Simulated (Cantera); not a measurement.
An isothermal, constant-pressure homogeneous reactor starts with H2 : O2 : N2 = 1.9 : 1 : 2.3 (molar parts), equivalence ratio 0.95, at 823 K and 308 Torr. Integrator tolerance rtol = 1e-08.

Model: GRI-Mech 3.0 (53 species, 325 reactions), integrated in Cantera. Below about 950 K walls govern HO2 and H2O2 in real vessels. The temperature is held fixed by assumption; the heat of reaction is taken as removed at once.

Problem. What does this change do: temperature 823 to 1198 K?

Solution. 
| quantity | before | after |
|---|---|---|
| x(H2) at 30.0 s | 0.312 (gas-phase equilibrium <1e-12) | 7.90e-8 (gas-phase equilibrium 7.90e-8) |
| x(O2) at 30.0 s | 0.165 (gas-phase equilibrium 0.0118) | 0.0118 (gas-phase equilibrium 0.0117) |
| x(O) at 30.0 s | 2.09e-9 (gas-phase equilibrium <1e-12) | 4.09e-9 (gas-phase equilibrium 4.09e-9) |
| x(NO) at 30.0 s | <1e-12 (gas-phase equilibrium 5.80e-7) | 8.49e-6 (gas-phase equilibrium 3.80e-5) |
| x(HO2) at 30.0 s | 1.47e-5 (gas-phase equilibrium 5.83e-12) | 2.55e-9 (gas-phase equilibrium 2.55e-9) |
| x(H2O2) at 30.0 s | 0.00108 (gas-phase equilibrium 5.62e-12) | 7.30e-10 (gas-phase equilibrium 7.30e-10) |
| x(H2O) at 30.0 s | 0.0649 (gas-phase equilibrium 0.447) | 0.447 (gas-phase equilibrium 0.447) |

Problem. What does this change do: temperature 823 to 1150 K?

Solution. 
```csv
quantity,before,after
x(H2) at 30.0 s,0.312 (gas-phase equilibrium <1e-12),2.78e-8 (gas-phase equilibrium 2.79e-8)
x(O2) at 30.0 s,0.165 (gas-phase equilibrium 0.0118),0.0118 (gas-phase equilibrium 0.0118)
x(O) at 30.0 s,2.09e-9 (gas-phase equilibrium <1e-12),1.42e-9 (gas-phase equilibrium 1.42e-9)
x(NO) at 30.0 s,<1e-12 (gas-phase equilibrium 5.80e-7),5.78e-6 (gas-phase equilibrium 2.59e-5)
x(HO2) at 30.0 s,1.47e-5 (gas-phase equilibrium 5.83e-12),1.46e-9 (gas-phase equilibrium 1.46e-9)
x(H2O2) at 30.0 s,0.00108 (gas-phase equilibrium 5.62e-12),4.67e-10 (gas-phase equilibrium 4.66e-10)
x(H2O) at 30.0 s,0.0649 (gas-phase equilibrium 0.447),0.447 (gas-phase equilibrium 0.447)
```
